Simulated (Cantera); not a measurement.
## Thermodynamics of silicon nitride deposition, feed SiH4 + NH3

Feed: 1 mol SiH4, 2.1 mol NH3, held at 2.70 mbar.

Cantera equilibrium calculation (NASA polynomials, part measured and part estimated; ideal gas, pure solids and liquids). Candidate condensed phases: Si, Si3N4; 18 gas species. The tables' values for SiN are old estimates; treat these amounts as uncertain. Gases not in the tables: Si2H6 and higher silanes. Kinetics and transport are ignored.

```json
[
 {"T (K)": "1073", "x H2": "0.931", "x N2": "0.0693", "x H": "2.60e-7", "x Si": "<1e-12", "x SiH": "<1e-12", "n Si3N4(s)": "0.333", "n Si(s)": "0", "n Si(l)": "0"},
 {"T (K)": "1173", "x H2": "0.931", "x N2": "0.0693", "x H": "2.19e-6", "x Si": "<1e-12", "x SiH": "<1e-12", "n Si3N4(s)": "0.333", "n Si(s)": "0", "n Si(l)": "0"},
 {"T (K)": "1273", "x H2": "0.931", "x N2": "0.0693", "x H": "1.32e-5", "x Si": "7.90e-11", "x SiH": "3.82e-11", "n Si3N4(s)": "0.333", "n Si(s)": "0", "n Si(l)": "0"},
 {"T (K)": "1373", "x H2": "0.931", "x N2": "0.0693", "x H": "6.18e-5", "x Si": "9.28e-9", "x SiH": "2.64e-9", "n Si3N4(s)": "0.333", "n Si(s)": "0", "n Si(l)": "0"},
 {"T (K)": "1473", "x H2": "0.930", "x N2": "0.0693", "x H": "0.000235", "x Si": "5.66e-7", "x SiH": "1.02e-7", "n Si3N4(s)": "0.333", "n Si(s)": "0", "n Si(l)": "0"},
 {"T (K)": "1573", "x H2": "0.930", "x N2": "0.0693", "x H": "0.000755", "x Si": "2.03e-5", "x SiH": "2.45e-6", "n Si3N4(s)": "0.333", "n Si(s)": "0", "n Si(l)": "0"},
 {"T (K)": "1673", "x H2": "0.829", "x N2": "0.169", "x H": "0.00200", "x Si": "0.000155", "x SiH": "1.24e-5", "n Si3N4(s)": "0", "n Si(s)": "0.999", "n Si(l)": "0"},
 {"T (K)": "1773", "x H2": "0.825", "x N2": "0.169", "x H": "0.00497", "x Si": "0.000789", "x SiH": "4.60e-5", "n Si3N4(s)": "0", "n Si(s)": "0", "n Si(l)": "0.994"},
 {"T (K)": "1873", "x H2": "0.817", "x N2": "0.168", "x H": "0.0112", "x Si": "0.00327", "x SiH": "0.000143", "n Si3N4(s)": "0", "n Si(s)": "0", "n Si(l)": "0.977"},
 {"T (K)": "1973", "x H2": "0.799", "x N2": "0.165", "x H": "0.0232", "x Si": "0.0117", "x SiH": "0.000393", "n Si3N4(s)": "0", "n Si(s)": "0", "n Si(l)": "0.919"}
]
```
x: gas mole fraction; n: condensed amount in mol.

From 1073 K to 1573 K the condensed part is Si3N4(s). At 1673 K the condensed part is Si(s). From 1773 K to 1973 K the condensed part is Si(l).
